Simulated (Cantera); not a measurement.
Charge: 1 mol HBr, 2.4 mol O₂, 1.1 mol H₂, at 0.260 bar.

These are equilibrium values from Cantera (NASA tables, ideal gas, pure condensed phases), not measurements of a reactor. Candidate condensed phases: Br₂, H₂O; 12 gas species. Rates play no part. All values below are at 1075 °C.

Base state: O₂ 0.423, H₂O 0.395, Br₂ 0.0774, Br 0.0665, HBr 0.0373, OH 5.95e-5 (mole fractions); condensed: gas only.

**Question.** What changes in the equilibrium state with this change: pressure from 0.260 bar to 21.0 mbar?

**Answer.** 
| species | before | after |
|---|---|---|
| O₂ | 0.423 | 0.407 |
| H₂O | 0.395 | 0.375 |
| Br | 0.0665 | 0.145 |
| Br₂ | 0.0774 | 0.0298 |
| HBr | 0.0373 | 0.0428 |
| OH | 5.95e-5 | 0.000108 |
